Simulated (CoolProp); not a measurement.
Vapour-liquid equilibrium of carbon dioxide (1) + C2F6 (R116) (2) at -1.85 °C; x and y are mole fractions of (1).

Model: multi-fluid Helmholtz-energy mixture model, Span 1996 and Lemmon 2006; pair parameters Bell 2016, in CoolProp.

```
x     bubble pressure (MPa)  y at the bubble point  dew pressure at overall composition x (MPa)  liquid density (mol/L)
----  ---------------------  ---------------------  -------------------------------------------  ----------------------
0.05                  1.923                  0.096                                        1.839                   8.547
0.15                  2.265                  0.257                                        2.028                   8.971
0.25                  2.596                  0.382                                        2.249                   9.442
0.35                  2.892                  0.481                                        2.505                   9.989
0.45                  3.140                  0.563                                        2.796                   10.67
0.55                  3.334                  0.634                                        3.102                   11.57
0.65                  3.469                  0.700                                        3.371                   12.82
0.75                  3.540                  0.765                                        3.529                   14.52
0.85                  3.539                  0.838                                        3.531                   16.76
0.95                  3.433                  0.933                                        3.406                   19.62
```

y crosses x between x = 0.75 and 0.85: the model has an azeotrope there.

The pair parameters rest on a limited set of measurements; away from them the model extrapolates.
